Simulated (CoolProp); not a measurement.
Vapour-liquid equilibrium of propylene (1) + R152A (2) at 0.123 MPa; x and y are mole fractions of (1).

Computed with CoolProp (multi-fluid Helmholtz-energy mixture model, Lemmon 2013 and Outcalt 1996; pair parameters Bell 2016).

| x | bubble temperature (K) | y at the bubble point | dew temperature at overall composition x (K) | liquid density (mol/L) |
|---|---|---|---|---|
| 0.05 | 248.5 | … | 252.6 | 15.21 |
| 0.125 | 242.9 | 0.440 | 250.9 | 15.21 |
| 0.2 | 239.0 | 0.563 | 249.2 | 15.17 |
| 0.275 | 236.4 | 0.639 | 247.4 | 15.09 |
| 0.35 | … | 0.689 | … | 15.00 |
| 0.425 | 233.3 | 0.726 | 243.3 | 14.91 |
| 0.5 | … | 0.754 | 241.1 | 14.81 |
| 0.575 | 231.7 | … | 238.6 | 14.72 |
| 0.65 | 231.1 | 0.801 | 236.0 | 14.63 |
| 0.725 | 230.6 | 0.826 | 233.3 | 14.56 |
| 0.8 | 230.2 | 0.856 | 231.1 | 14.49 |
| 0.875 | 229.9 | 0.895 | 230.0 | 14.44 |
| 0.95 | 229.8 | 0.949 | 229.8 | … |

**Question.** Complete the blanks.

**Answer.** 
- 0.05, y at the bubble point: 0.229
- 0.35, bubble temperature (K): 234.6
- 0.35, dew temperature at overall composition x (K): 245.4
- 0.5, bubble temperature (K): 232.4
- 0.575, y at the bubble point: 0.778
- 0.95, liquid density (mol/L): 14.40

y crosses x between x = 0.875 and 0.95: the model has an azeotrope there.

The pair parameters rest on a limited set of measurements; away from them the model extrapolates.
